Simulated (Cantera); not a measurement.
Feed: 1 mol Fe3O4, 980 mol H2, 9.8 mol N2, equilibrated at 2050 K and 18.0 Pa.

Method: chemical equilibrium by Gibbs-energy minimisation in Cantera with the NASA 1993 tables (ideal gas, pure condensed phases). Candidate condensed phases: Fe, FeO, Fe(OH)2, Fe(OH)3, Fe2O3, Fe3O4, H2O; 27 gas species. Equilibrium is a limit: real reactors are often held back by kinetics, nucleation or transport.

Base state: H2 0.830, H 0.154, N2 0.00911, H2O 0.00363, Fe 0.00279, OH 7.37e-5 (mole fractions); condensed: gas only.

Question: What changes in the equilibrium state with this change: temperature from 2050 K to 1125 K?

Answer: 
```json
[
 {"species": "H2", "before": "0.830", "after": "0.986"},
 {"species": "N2", "before": "0.00911", "after": "0.00990"},
 {"species": "H2O", "before": "0.00363", "after": "0.00404"},
 {"species": "H", "before": "0.154", "after": "3.29e-6"},
 {"species": "Fe", "before": "0.00279", "after": "1.87e-8"},
 {"species": "OH", "before": "7.37e-5", "after": "<1e-9"},
 {"species": "Fe(α), mol", "before": "0", "after": "3.00"}
]
```

Question: What changes in the equilibrium state with this change: temperature from 2050 K to 1350 K?

Answer: 
| species | before | after |
|---|---|---|
| H2 | 0.830 | 0.986 |
| N2 | 0.00911 | 0.00990 |
| H2O | 0.00363 | 0.00404 |
| H | 0.154 | 0.000176 |
| Fe | 0.00279 | 2.39e-5 |
| OH | 7.37e-5 | 1.17e-8 |
| Fe(γ), mol | 0 | 2.98 |
